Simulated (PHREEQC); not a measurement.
A solution holds 10 mmol/kgw CuSO4, 2.9 mmol/kgw CaCl2 and 2.9 mmol/kgw NaCl, at 90 °C. Closed to the air; pH follows from the charge balance.

Computed with PHREEQC (ion-association model, phreeqc.dat).

**Question.** The ionic strength comes out as 0.0358 mol/kgw. What activity coefficients do CaHSO4+, Cl-, Cu+2, Cu2(OH)2+2, H+ get?

**Answer.** CaHSO4+ 0.82, Cl- 0.81, Cu+2 0.48, Cu2(OH)2+2 0.45, H+ 0.85.

Precipitation was switched off in this run. At this temperature some constants are extrapolated from 25 °C, and those without enthalpy data are left unchanged.
